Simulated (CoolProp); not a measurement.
The numbers come from the reference Helmholtz-energy equation of state, Span 2000 in CoolProp.

### Question
Give the vapour pressure (kPa), enthalpy of vaporisation (kJ/kg), liquid cp (kJ/(kg K)) of saturated nitrogen at -169.35, -160.75, -149.95 °C.

### Answer
| T (°C) | p (kPa) | enthalpy of vaporisation (kJ/kg) | liquid cp (kJ/(kg K)) |
|---|---|---|---|
| -169.35 | 1000 | 152 | 2.43 |
| -160.75 | 1680 | 126 | 2.94 |
| -149.95 | 2940 | 69.2 | 7.52 |
